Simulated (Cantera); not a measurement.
Input: 1 mol AlCl₃, 180 mol NH₃, 2.1 mol H₂, held at 1148.15 K and 0.190 bar.

These are equilibrium values from Cantera (NASA tables, ideal gas, pure condensed phases), not measurements of a reactor. Candidate condensed phases: Al, AlCl₃, AlN, NH₄Cl; 20 gas species. Rates play no part.

Base state: H₂ 0.745, N₂ 0.246, HCl 0.00819, AlCl₃ 2.27e-5, NH₃ 1.49e-5 (mole fractions); condensed: AlN(s).

Question: What changes in the equilibrium state with this change: temperature from 1148.15 K to 1825 K?

Answer: 
```tsv
species	before	after
H₂	0.745	0.744
N₂	0.246	0.247
HCl	0.00819	0.00542
AlCl	1.21e-8	0.00267
H	1.42e-7	0.000871
AlCl₂	7.84e-8	6.60e-5
NH₃	1.49e-5	1.68e-6
AlCl₃	2.27e-5	4.71e-6
AlN(s), mol	0.992	0
```
The tables' values for AlCl₂ are old estimates; treat these amounts as uncertain.
